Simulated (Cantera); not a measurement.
Input: 1 mol Ta(OEt)5, 0.042 mol H2O, 30 mol H2, equilibrated at 2550 K and 135 Torr.

Equilibrium computed with Cantera from the NASA thermochemical tables; the gas is ideal and each condensed phase is pure. Candidate condensed phases: C, C6H6, C7H8, C8H18, H2O, Ta, TaC, Ta2O5; 113 gas species. The feed counts by its element totals alone. TaC: taken at fixed stoichiometry. Condensed phases not in the tables: Ta2C. Rates play no part.

Base state: H2 0.820, CO 0.102, H 0.0666, C2H2 (acetylene) 0.0109, C2H 7.05e-5, C4H2 6.00e-5, CH3 2.42e-5, CH4 1.68e-5 (mole fractions); condensed: C(graphite) + TaC(s).

### Question
What changes in the equilibrium state with this change: Ta(OEt)5 replaced by V?

### Answer
```tsv
species	before	after
H2	0.820	0.921
H	0.0666	0.0706
V	0	0.00688
CO	0.102	0
C2H2 (acetylene)	0.0109	0
VO	0	0.000944
C2H	7.05e-5	0
C4H2	6.00e-5	0
C(graphite), mol	2.86	0
TaC(s), mol	1.00	0
V(l), mol	0	0.754
```
Condensed phases not in the tables: N, O or C dissolved in the metal. Further candidate phases: V, VO, V2O3, V2O4, V2O5.
